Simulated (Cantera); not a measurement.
# H₂S + H₂ + O₂ (abatement and gas-phase synthesis)

Feed: 1 mol H₂S, 0.17 mol H₂, a varied amount of O₂, at 727 °C and 0.0300 bar.

Method: chemical equilibrium by Gibbs-energy minimisation in Cantera with the NASA 1993 tables (ideal gas, pure condensed phases). Candidate condensed phases: H₂O, H₂SO₄, S; 19 gas species. Gases not in the tables: S₃ to S₇. Kinetics and transport are ignored.

| n(O₂) (mol) | x H₂S | x H₂O | x O₂ | x SO₂ | x S₂ | x H₂ | x SO₃ |
|---|---|---|---|---|---|---|---|
| 0.041 | 0.737 | 0.0672 | <1e-12 | 2.00e-6 | 0.0411 | 0.154 | <1e-12 |
| 0.088 | 0.681 | 0.141 | <1e-12 | 1.87e-5 | 0.0609 | 0.117 | <1e-12 |
| 0.19 | 0.532 | 0.287 | <1e-12 | 0.000318 | 0.113 | 0.0674 | <1e-12 |
| 0.4 | 0.248 | 0.512 | <1e-12 | 0.0114 | 0.204 | 0.0233 | 3.94e-11 |
| 0.86 | 0.0580 | 0.592 | <1e-12 | 0.185 | 0.156 | 0.00624 | 2.77e-9 |
| 1.8 | <1e-12 | 0.499 | 0.0749 | 0.393 | <1e-12 | 9.20e-10 | 0.0336 |
| 3.9 | <1e-12 | 0.266 | 0.506 | 0.186 | <1e-12 | 1.89e-10 | 0.0414 |
x: gas mole fraction; nothing condenses.

From 0.041 mol O₂ to 3.9 mol O₂ nothing is condensed.
